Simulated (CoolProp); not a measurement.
Properties of dodecamethylpentasiloxane (MD3M) along the isobar 0.101 MPa.

Computed with CoolProp (reference Helmholtz-energy equation of state, Thol 2019).

```tsv
T (°C)	phase	density (kg/m³)	cp (kJ/(kg K))	Joule-Thomson coefficient (K/MPa)	isothermal compressibility (1/MPa)
100.55	liquid	796.5	1.880	-0.3567	0.002823
135.75	liquid	760.9	1.954	-0.2996	0.003902
170.95	liquid	723.6	2.028	-0.2241	0.005605
206.05	liquid	683.6	2.104	-0.1142	0.008517
241.25	gas	10.06	1.929	25.83	11.07
276.45	gas	9.160	1.991	18.96	10.71
311.65	gas	8.452	2.053	14.52	10.49
346.85	gas	7.871	2.115	11.49	10.35
```
